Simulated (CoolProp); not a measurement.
Properties of cyclopentane at several states (Tc = 511.7 K, pc = 4.583 MPa, ω = 0.202).

The numbers come from the reference Helmholtz-energy equation of state, Gedanitz 2015 in CoolProp.

```tsv
T (K)	p (MPa)	phase	density (kg/m³)	speed of sound (m/s)	expansivity (1/kK)	Prandtl number
265.8	4.86	liquid	[?]	1404	1.178	5.13
195.9	0.267	liquid	835.1	[?]	1.061	8.29
232.5	0.0599	liquid	802.2	1562	1.128	6.09
488	0.0272	gas	0.4713	247.1	2.065	[?]
```

Q: What belongs in the gaps?

A: 
- 265.8, density (kg/m³): 775.2
- 195.9, speed of sound (m/s): 1769
- 488, Prandtl number: 0.759

Viscosity comes from a separate model (Chung 1988), a generic estimate that can be far off for the liquid and wasn't checked against measurements. Thermal conductivity comes from a separate model (Vassiliou 2015).
